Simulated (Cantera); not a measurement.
Cantera run, input and output.

```python
import numpy as np
import cantera as ct

gas = ct.Solution("SiF4_NH3_mec.yaml", "gas")
gas.TPX = 2148, 101325, {'NH3': 1, 'N2': 1.1}
reactor = ct.IdealGasConstPressureReactor(gas, energy="off", clone=False)
net = ct.ReactorNet([reactor])
net.rtol, net.atol = 1e-08, 1e-18
show = ['NH3', 'N2', 'N2H2', 'H2', 'H']
times = np.geomspace(5e-06, 30, 14)

steps = ct.SolutionArray(gas, extra=["t"])
rows = []
print(f"{'t/s':>10s}{'T/K':>9s}{'P/Pa':>11s}" + "".join(f"{s:>11s}" for s in show))
for t in times:
    while net.time < t:
        t_next = net.step()
        steps.append(gas.state, t=t_next)
    rows.append([np.interp(t, steps.t, y) for y in (steps.T, steps.P, *steps(*show).X.T)])
    print(f"{t:10.3e}{rows[-1][0]:9.1f}{rows[-1][1]:11.4g}" + "".join(f"{x:11.3e}" for x in rows[-1][2:]))
rate = np.gradient(steps.T, steps.t)
print("integrator steps:", len(steps.t))
if steps.T.max() > steps.T[0] + 200:
    print(f"time of steepest temperature rise: {steps.t[rate.argmax()]:.4e} s")
gas.TPX = 2148, 101325, {'NH3': 1, 'N2': 1.1}
gas.equilibrate("TP")
print(f"equilibrium (TP): T = {gas.T:.1f} K  " + "  ".join(f"{s} {gas[s].X[0]:.3e}" for s in show))
```

Output:

```
       t/s      T/K       P/Pa        NH3         N2       N2H2         H2          H
 5.000e-06   2148.0  1.013e+05  4.759e-01  5.237e-01  4.340e-08  1.134e-04  1.596e-06
 1.661e-05   2148.0  1.013e+05  4.752e-01  5.236e-01  6.477e-07  4.032e-04  1.983e-06
 5.518e-05   2148.0  1.013e+05  4.728e-01  5.233e-01  4.607e-06  2.049e-03  5.699e-06
 1.833e-04   2148.0  1.013e+05  4.642e-01  5.231e-01  6.274e-06  1.066e-02  1.839e-05
 6.089e-04   2148.0  1.013e+05  4.369e-01  5.227e-01  5.639e-06  3.857e-02  5.252e-05
 2.023e-03   2148.0  1.013e+05  3.604e-01  5.215e-01  4.243e-06  1.165e-01  1.445e-04
 6.720e-03   2148.0  1.013e+05  2.034e-01  5.191e-01  2.040e-06  2.763e-01  3.818e-04
 2.232e-02   2148.0  1.013e+05  4.240e-02  5.165e-01  3.263e-07  4.398e-01  9.733e-04
 7.415e-02   2148.0  1.013e+05  1.007e-03  5.154e-01  2.540e-09  4.808e-01  2.703e-03
 2.463e-01   2148.0  1.013e+05  1.022e-04  5.154e-01  3.321e-11  4.816e-01  2.890e-03
 8.183e-01   2148.0  1.013e+05  2.534e-05  5.154e-01  3.682e-12  4.817e-01  2.893e-03
 2.718e+00   2148.0  1.013e+05  7.859e-06  5.154e-01  1.930e-12  4.817e-01  2.893e-03
 9.031e+00   2148.0  1.013e+05  4.090e-06  5.154e-01  1.794e-12  4.817e-01  2.893e-03
 3.000e+01   2148.0  1.013e+05  3.884e-06  5.154e-01  1.789e-12  4.817e-01  2.893e-03
integrator steps: 1776
equilibrium (TP): T = 2148.0 K  NH3 3.884e-06  N2 5.154e-01  N2H2 1.789e-12  H2 4.817e-01  H 2.893e-03
```

Cantera simulation using the gas-phase N/H chemistry of the illustrative SiF4/NH3 mechanism in the Surface Chemkin manual (1991); the numbers are that mechanism's predictions, not measurements. Walls and surfaces, which speed up NH3 decomposition in real reactors, are not modelled.
